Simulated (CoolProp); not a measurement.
Properties of propylene along the isobar 0.993 bar.

Model: reference Helmholtz-energy equation of state, Lemmon 2013, in CoolProp.

| T (K) | phase | cp (kJ/(kg K)) | expansivity (1/kK) | viscosity (µPa s) |
|---|---|---|---|---|
| 135.7 | liquid | 2.073 | 1.565 | 880 |
| 146 | liquid | 2.065 | 1.589 | 672 |
| 156.3 | liquid | 2.063 | 1.619 | 536 |
| 166.6 | liquid | 2.066 | 1.656 | 441 |
| 176.9 | liquid | 2.074 | 1.701 | 371 |
| 187.2 | liquid | 2.088 | 1.753 | 318 |
| 197.5 | liquid | 2.108 | 1.814 | 275 |
| 207.8 | liquid | 2.133 | 1.885 | 241 |
| 218.1 | liquid | 2.164 | 1.969 | 213 |
| 228.4 | gas | 1.338 | 4.898 | 6.44 |
| 238.7 | gas | 1.366 | 4.612 | 6.76 |
| 249 | gas | 1.395 | 4.363 | 7.07 |
| 259.3 | gas | 1.425 | 4.144 | 7.39 |
| 269.6 | gas | 1.457 | 3.949 | 7.70 |
| 279.9 | gas | 1.490 | 3.775 | 8.01 |

Viscosity comes from a separate model (Huber 2003), an estimate that may be off by 10 % or more.
